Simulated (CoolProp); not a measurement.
Vapour-liquid equilibrium of n-pentane (1) + acetone (2) at 308.9 K; x and y are mole fractions of (1).

Computed with CoolProp (multi-fluid Helmholtz-energy mixture model, Thol 2019 and Lemmon 2006; pair parameters Bell 2016).

```csv
x,"bubble pressure, mixture model (MPa)","bubble pressure, Raoult's law (MPa)","y, mixture model","y, Raoult's law"
0.05,0.06589,0.05055,0.299,0.099
0.15,0.08859,0.05578,0.514,0.270
0.25,0.1004,0.06101,0.595,0.411
0.35,0.1065,0.06625,0.637,0.530
0.45,0.1098,0.07148,0.663,0.631
0.55,0.1117,0.07671,0.683,0.719
0.65,0.1129,0.08194,0.706,0.795
0.75,0.1132,0.08718,0.739,0.863
0.85,0.1118,0.09241,0.795,0.922
0.95,0.1062,0.09764,0.904,0.975
```

The largest gap from Raoult's law is +64.6 % in bubble pressure, at x = 0.25. y crosses x between x = 0.65 and 0.75: the model has an azeotrope there.

The pair parameters rest on a limited set of measurements; away from them the model extrapolates. With so large a gap from Raoult's law the liquid may split in two, which this calculation doesn't test in full.
